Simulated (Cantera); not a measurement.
A closed system holds: 1 mol PH₃, 4.5 mol O₂, 0.14 mol H₂, equilibrated at 1773 K and 0.0100 bar.

These are equilibrium values from Cantera (NASA tables, ideal gas, pure condensed phases), not measurements of a reactor. Candidate condensed phases: H₂O, P, P₄O₁₀; 17 gas species. Gases not in the tables: HPO₂, HPO₃ and P₄O₆. Kinetics and transport are ignored.

Base state: O₂ 0.502, H₂O 0.306, PO₂ 0.187, OH 0.00402, O 0.000665, H₂ 0.000180, P₄O₁₀ 0.000144, PO 6.04e-5 (mole fractions); condensed: gas only.

### Question
What changes in the equilibrium state with this change: temperature from 1773 K to 2848.15 K?

### Answer
| species | before | after |
|---|---|---|
| O | 0.000665 | 0.315 |
| O₂ | 0.502 | 0.232 |
| H | 3.82e-5 | 0.161 |
| H₂O | 0.306 | 0.0514 |
| PO | 6.04e-5 | 0.0495 |
| H₂ | 0.000180 | 0.0279 |
| OH | 0.00402 | 0.0873 |
| PO₂ | 0.187 | 0.0745 |
| P₄O₁₀ | 0.000144 | <1e-9 |
| P | <1e-9 | 0.000130 |

### Question
What changes in the equilibrium state with this change: temperature from 1773 K to 948.15 K?

### Answer
| species | before | after |
|---|---|---|
| O₂ | 0.502 | 0.562 |
| H₂O | 0.306 | 0.380 |
| P₄O₁₀ | 0.000144 | 0.0579 |
| PO₂ | 0.187 | <1e-9 |
| O | 0.000665 | <1e-9 |
| H₂ | 0.000180 | <1e-9 |
| PO | 6.04e-5 | <1e-9 |
| H | 3.82e-5 | <1e-9 |
| OH | 0.00402 | 3.11e-7 |
